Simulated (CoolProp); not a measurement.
The fluid at 298.15 K and 10.5 MPa is throttled through a valve to 5.74 MPa with no heat exchange. The same conditions are run with several fluids, on thermodynamics alone (safety and materials aside).

Computed with CoolProp (reference Helmholtz-energy equation of state of each fluid (the fluoroketone C6F12O (FK-5-1-12): McLinden 2015; R125: Lemmon 2005; cyclopropane: Polt 1992; C3F8 (R218): Lemmon 2006; R245fa: Akasaka 2015)). The equations of Platzer and Polt are older, rougher fits.

```json
[
 {"fluid": "the fluoroketone C6F12O (FK-5-1-12)", "temperature change (K)": "+1.4", "final density (kg/m³)": "1620"},
 {"fluid": "R125", "temperature change (K)": "-0.2", "final density (kg/m³)": "1240"},
 {"fluid": "cyclopropane", "temperature change (K)": "+1.1", "final density (kg/m³)": "628"},
 {"fluid": "C3F8 (R218)", "temperature change (K)": "+0.3", "final density (kg/m³)": "1390"},
 {"fluid": "R245fa", "temperature change (K)": "+1.2", "final density (kg/m³)": "1350"}
]
```
